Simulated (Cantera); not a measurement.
Cantera run, input and output.

```python
import numpy as np
import cantera as ct

gas = ct.Solution("gri30.yaml")
gas.TPX = 1175, 1100, {'H2': 0.13, 'O2': 1}
reactor = ct.IdealGasConstPressureReactor(gas, energy="off", clone=False)
net = ct.ReactorNet([reactor])
net.rtol, net.atol = 1e-08, 1e-18
show = ['H2', 'O2', 'H', 'HO2', 'O', 'OH', 'H2O2']
times = np.geomspace(0.0001, 6, 11)

steps = ct.SolutionArray(gas, extra=["t"])
rows = []
print(f"{'t/s':>10s}{'T/K':>9s}{'P/Pa':>11s}" + "".join(f"{s:>11s}" for s in show))
for t in times:
    while net.time < t:
        t_next = net.step()
        steps.append(gas.state, t=t_next)
    rows.append([np.interp(t, steps.t, y) for y in (steps.T, steps.P, *steps(*show).X.T)])
    print(f"{t:10.3e}{rows[-1][0]:9.1f}{rows[-1][1]:11.4g}" + "".join(f"{x:11.3e}" for x in rows[-1][2:]))
rate = np.gradient(steps.T, steps.t)
print("integrator steps:", len(steps.t))
if steps.T.max() > steps.T[0] + 200:
    print(f"time of steepest temperature rise: {steps.t[rate.argmax()]:.4e} s")
gas.TPX = 1175, 1100, {'H2': 0.13, 'O2': 1}
gas.equilibrate("TP")
print(f"equilibrium (TP): T = {gas.T:.1f} K  " + "  ".join(f"{s} {gas[s].X[0]:.3e}" for s in show))
```

Result:

```
       t/s      T/K       P/Pa         H2         O2          H        HO2          O         OH       H2O2
 1.000e-04   1175.0       1100  1.150e-01  8.850e-01  4.124e-09  4.766e-09  2.531e-09  1.819e-09  1.463e-12
 3.005e-04   1175.0       1100  1.150e-01  8.850e-01  2.996e-08  1.440e-08  2.886e-08  1.778e-08  1.321e-11
 9.029e-04   1175.0       1100  1.150e-01  8.849e-01  5.178e-06  6.708e-08  5.328e-06  3.204e-06  1.351e-10
 2.713e-03   1175.0       1100  7.788e-03  8.160e-01  3.483e-02  5.627e-06  4.729e-02  7.940e-03  2.330e-07
 8.152e-03   1175.0       1100  3.051e-03  8.230e-01  2.308e-02  5.536e-06  4.584e-02  5.667e-03  1.535e-07
 2.449e-02   1175.0       1100  1.750e-03  8.493e-01  9.134e-03  5.318e-06  2.448e-02  4.336e-03  1.784e-07
 7.360e-02   1175.0       1100  4.279e-04  8.711e-01  1.036e-03  3.608e-06  5.746e-03  2.149e-03  1.675e-07
 2.212e-01   1175.0       1100  5.279e-05  8.769e-01  4.469e-05  1.205e-06  7.081e-04  7.578e-04  8.944e-08
 6.645e-01   1175.0       1100  6.745e-06  8.777e-01  2.083e-06  2.550e-07  9.162e-05  2.734e-04  3.309e-08
 1.997e+00   1175.0       1100  1.168e-06  8.779e-01  1.533e-07  5.554e-08  1.608e-05  1.147e-04  1.119e-08
 6.000e+00   1175.0       1100  2.616e-07  8.779e-01  1.651e-08  1.553e-08  3.641e-06  5.455e-05  3.741e-09
integrator steps: 1697
equilibrium (TP): T = 1175.0 K  H2 9.344e-09  O2 8.779e-01  H 1.137e-10  HO2 1.056e-08  O 1.313e-07  OH 1.035e-05  H2O2 2.287e-10
```

Cantera simulation using GRI-Mech 3.0 (53 species, 325 reactions); the numbers are that mechanism's predictions, not measurements. Radical loss at walls, strong at low pressure, is not modelled. The temperature is held fixed by assumption; the heat of reaction is taken as removed at once.
